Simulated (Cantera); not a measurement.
Input (Python, Cantera):

```python
import numpy as np
import cantera as ct

gas = ct.Solution("gri30.yaml")


def delay(T, t_max=10):
    gas.TPX = T, 500000, {'CH4': 1, 'O2': 2.63, 'N2': 9.89}
    reactor = ct.IdealGasReactor(gas, clone=False)
    net = ct.ReactorNet([reactor])
    net.rtol, net.atol = 1e-8, 1e-16
    while net.time < t_max:
        t_old, T_old = net.time, reactor.T
        net.step()
        if reactor.T > T + 400:  # ignition: a rise of 400 K
            return t_old + (T + 400 - T_old) / (reactor.T - T_old) * (net.time - t_old)
    return np.nan


taus = []
for T in [1200, 1300, 1400, 1500, 1600, 1700]:
    taus.append(delay(T))
    print(f"T0 = {T:6g} K   tau = {taus[-1]:.4e} s")
```

It prints:

```
T0 =   1200 K   tau = 8.3601e-03 s
T0 =   1300 K   tau = 2.4215e-03 s
T0 =   1400 K   tau = 7.8574e-04 s
T0 =   1500 K   tau = 2.8340e-04 s
T0 =   1600 K   tau = 1.1372e-04 s
T0 =   1700 K   tau = 5.0918e-05 s
```

Detailed kinetics in Cantera: GRI-Mech 3.0 (53 species, 325 reactions).
